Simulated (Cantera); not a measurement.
A freely propagating, adiabatic, planar premixed flame of H2 : O2 : N2 = 1 : 0.208 : 0.783 (molar parts), equivalence ratio 2.4, unburnt at 348 K and 3.65 atm; mixture-averaged transport, grid criteria slope 0.08 and curve 0.16, no radiation.

Model: the H2/O2 subset of GRI-Mech 3.0, which has no nitrogen chemistry, integrated in Cantera. The hydrogen kinetics of GRI-Mech 3.0 are dated; newer H2 mechanisms differ, most at raised pressure. Burning velocities carry a grid error of a few per cent, more on coarse grids.

Question: Predict: laminar burning velocity; thermal thickness; peak x(OH); peak x(HO2); peak x(O); peak x(H2O2).

Answer: 
- laminar burning velocity = 325 cm/s
- thermal thickness = 0.0717 mm
- peak x(OH) = 0.00160
- peak x(HO2) = 0.000874
- peak x(O) = 0.00116
- peak x(H2O2) = 0.000106
